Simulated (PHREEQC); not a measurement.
Solution (15 °C): 0.023 mol/kgw FeCl3 and 0.0043 mol/kgw NaCl. Closed to the air; pH follows from the charge balance.

The numbers come from PHREEQC with the ion-association model, phreeqc.dat.

| quantity | before | after |
|---|---|---|
| pH | 2.19 | 3.53 |
| ionic strength (mol/kgw) | 0.119 | 0.000904 |
| Cl- (mol/kgw) | 0.0668 | 0.000733 |

Question: Which change was made?
A. temperature from 15 to 5 °C
B. FeCl3 left out
C. diluted 100-fold with water
D. temperature from 15 to 75 °C
E. FeCl3 from 0.023 to 0.0115 mol/kgw

Answer: C, diluted 100-fold with water

This is a speciation only: nothing precipitates in the calculation. Some of these states are supersaturated (in Hematite (slow to form), Goethite (slow to form), for instance).
